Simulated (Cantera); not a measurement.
Input: 1 mol Cu2O, 2.4 mol H2, 1.2 mol N2, held at 2200 Pa.

Cantera equilibrium calculation (NASA polynomials, part measured and part estimated; ideal gas, pure solids and liquids). Candidate condensed phases: Cu, CuO, Cu(OH)2, Cu2O, H2O; 27 gas species. Equilibrium is a limit: real reactors are often held back by kinetics, nucleation or transport.

Q: At 1275 K, list the 3 most abundant gas species with their mole fractions, and the condensed phases.

A: H2 0.389, N2 0.333, H2O 0.278. Condensed: Cu(s).
